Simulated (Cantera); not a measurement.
A perfectly stirred reactor is fed with C3H8 : H2 = 1 : 5.7 (molar parts), at 0.105 Torr; it is held at 1475 K, and followed from long to short residence time.

Cantera simulation using GRI-Mech 3.0 (53 species, 325 reactions); the numbers are that mechanism's predictions, not measurements. GRI-Mech 3.0 was tuned for natural gas; its chemistry of propane as a main component is partial and can be far from experiment. GRI-Mech 3.0 stops at C3 and has no aromatics, soot or wall deposition, so with more carbon than oxygen in the feed, carbon stays in small species such as C2H2 where larger ones or solid carbon would form. Radical loss at walls, strong at low pressure, is not modelled.

x: mole fraction; the columns are a selection and need not sum to one.

```tsv
τ (s)	x C3H8	x H2	x CH2	x C2H2	x C2H4	x C2H	x CH3
2.1	0.00149	0.761	3.02e-6	0.0912	0.0225	3.41e-7	0.00599
0.81	(withheld)	0.752	(withheld)	(withheld)	(withheld)	(withheld)	(withheld)
0.31	0.00827	0.748	5.46e-6	0.0477	0.0596	2.31e-7	0.0115
0.12	0.0190	0.750	7.48e-6	0.0252	0.0747	1.31e-7	0.0165
0.045	0.0454	0.768	9.17e-6	0.00782	0.0713	3.47e-8	0.0223
0.017	0.0948	0.807	7.35e-6	0.000876	0.0384	2.18e-9	0.0203
0.0065	(withheld)	0.837	(withheld)	(withheld)	(withheld)	4.07e-11	(withheld)
0.0025	0.144	0.847	4.02e-7	1.05e-6	0.00227	<1e-12	0.00360
0.00094	0.148	0.850	2.34e-8	1.94e-8	0.000355	<1e-12	0.00115
```

**Question.** What belongs in the gaps?

**Answer.** 
- 0.81, x C3H8: 0.00354
- 0.81, x CH2: 3.99e-6
- 0.81, x C2H2: 0.0711
- 0.81, x C2H4: 0.0394
- 0.81, x C2H: 3.03e-7
- 0.81, x CH3: 0.00813
- 0.0065, x C3H8: 0.132
- 0.0065, x CH2: 2.80e-6
- 0.0065, x C2H2: 3.73e-5
- 0.0065, x C2H4: 0.0108
- 0.0065, x CH3: 0.0102
